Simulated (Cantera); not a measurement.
What does this Cantera script print?

```python
import numpy as np
import cantera as ct

gas_names = """
    C CH CH2 CH3 CH2OH CH3O CH4 CH3OH CO CO2 COOH C2 C2H CHCO,ketyl C2H2,acetylene C2H2,vinylidene
    CH2CO,ketene C2H3,vinyl CH3CO,acetyl C2H4 C2H4O,ethylen CH3CHO,ethanal CH3COOH (HCOOH)2 C2H5 C2H6
    CH3OCH3 C2H5OH C2O C3 C3H3,propargyl C3H4,allene C3H4,propyne C3H4,cyclo- C3H5,allyl C3H6,propylene
    C3H6,cyclo- C3H6O C3H7,n-propyl C3H7,i-propyl C3H8 C3H8O,1propanol C3H8O,2propanol C3O2 C4 C4H2
    C4H4,1,3-cyclo- C4H6,butadiene C4H6,2-butyne C4H6,cyclo- C4H8,1-butene C4H8,cis2-buten
    C4H8,tr2-butene C4H8,isobutene C4H8,cyclo- (CH3COOH)2 C4H9,n-butyl C4H9,i-butyl C4H9,s-butyl
    C4H9,t-butyl C4H10,isobutane C4H10,n-butane C5 C5H6,1,3cyclo- C5H8,cyclo- C5H10,1-pentene
    C5H10,cyclo- C5H11,pentyl C5H11,t-pentyl C5H12,n-pentane C5H12,i-pentane CH3C(CH3)2CH3 C6H2
    C6H5,phenyl C6H5O,phenoxy C6H6 C6H5OH,phenol C6H10,cyclo- C6H12,1-hexene C6H12,cyclo- C6H13,n-hexyl
    C7H7,benzyl C7H8 C7H8O,cresol C7H14,1-heptene C7H15,n-heptyl C7H16,n-heptane C8H8,styrene
    C8H10,ethylbenz C8H16,1-octene C8H17,n-octyl C8H18,isooctane C8H18,n-octane C9H19,n-nonyl
    C10H8,naphthale C10H21,n-decyl C12H9,o-bipheny C12H10,bipheny Ca CaO CaOH CaO2H2 Ca2 H HCO HO2 H2
    HCHO,formaldehy HCOOH H2O H2O2 O OH O2 O3
""".split()
cond_names = """
    C(gr) C6H6(L) C7H8(L) C8H18(L),n-octa Ca(a) Ca(b) Ca(L) CaCO3(caL) CaO(s) CaO(L) CaO2H2(s) H2O(s)
    H2O(L)
""".split()


def load(file, names, dense=False):
    # The tables refer to 1 bar. Condensed volumes are neglected.
    table = {s.name: s for s in ct.Species.list_from_file(file)}
    out = []
    for n in names:
        d = dict(table[n].input_data)
        d["thermo"] = dict(d["thermo"], **{"reference-pressure": 1e5})
        if dense:
            d["equation-of-state"] = {"model": "constant-volume", "density": "1e6 g/cm^3"}
        out.append(ct.Species.from_dict(d))
    return out


gas = ct.Solution(thermo="ideal-gas", species=load("nasa_gas.yaml", gas_names))
cond = {s.name: ct.Solution(thermo="fixed-stoichiometry", species=[s], name=s.name)
        for s in load("nasa_condensed.yaml", cond_names, dense=True)}
atoms = {
    'CaCO3': {'Ca': 1, 'C': 1, 'O': 3},
    'C': {'C': 1},
    'H2O': {'H': 2, 'O': 1},
}
top_T = {'C(gr)': 4500}  # K; cautious upper limits of use, not melting points


def equilibrate(T, P, feed):
    n = {}
    for name, mol in feed.items():
        for a, k in atoms[name].items():
            n[a] = n.get(a, 0.0) + k * mol
    gas.TPX = T, P, n
    mass = sum(n.values()) * gas.mean_molecular_weight
    gas.equilibrate("TP")
    valid = [c for c in cond.values() if c.min_temp <= T <= top_T.get(c.name, c.max_temp)]
    mix = ct.Mixture([(gas, mass / gas.mean_molecular_weight)] + [(c, 0.0) for c in valid])
    mix.T, mix.P = T, P
    mix.equilibrate("TP", solver="vcs", rtol=1e-11, max_steps=5000)
    return mix


results = []
feed = {'CaCO3': 1, 'C': 0.016, 'H2O': 0.13}  # mol
P = 1000  # Pa
for T in [1550, 1600, 1650, 1700, 1750, 1800, 1850, 1900, 1950]:
    mix = equilibrate(T, P, feed)
    results.append((T, P, feed, dict(zip(mix.species_names, mix.species_moles))))

top = {s: max(r[3][s] / sum(r[3][g] for g in gas_names) for r in results) for s in gas_names}
cols = sorted((s for s in top if top[s] > 1e-05), key=lambda s: -top[s])[:8]
seen = [c for c in cond_names if any(r[3].get(c, 0) > 1e-12 for r in results)]
print("log10 of partial pressures in bar; condensed amounts in mol")
print(f"{'T/K':>10s}" + "".join(f"{s[:9]:>10s}" for s in cols + seen))
for T, P, feed, n in results:
    ng = sum(n[g] for g in gas_names)
    print(f"{T:10.4g}" + "".join(f"{np.log10(max(n[s] / ng * P / 1e5, 1e-99)):10.3f}" for s in cols)
          + "".join(f"{n.get(c, 0):10.4g}" for c in seen))
```

Output:

```
log10 of partial pressures in bar; condensed amounts in mol
       T/K       CO2       H2O        CO        O2        OH        H2         O         H    CaO(s)
      1550    -2.066    -2.950    -3.573    -6.975    -6.473    -4.905    -8.594    -6.954         1
      1600    -2.066    -2.950    -3.571    -6.390    -6.155    -4.933    -8.034    -6.731         1
      1650    -2.066    -2.950    -3.566    -5.847    -5.858    -4.957    -7.510    -6.520         1
      1700    -2.066    -2.950    -3.555    -5.349    -5.582    -4.973    -7.024    -6.318         1
      1750    -2.068    -2.951    -3.530    -4.911    -5.330    -4.972    -6.581    -6.120         1
      1800    -2.070    -2.953    -3.484    -4.545    -5.105    -4.949    -6.187    -5.920         1
      1850    -2.074    -2.956    -3.416    -4.252    -4.905    -4.901    -5.841    -5.719         1
      1900    -2.081    -2.960    -3.333    -4.017    -4.728    -4.837    -5.534    -5.519         1
      1950    -2.089    -2.966    -3.242    -3.825    -4.568    -4.762    -5.258    -5.321         1
```

Cantera equilibrium calculation (NASA polynomials, part measured and part estimated; ideal gas, pure solids and liquids).
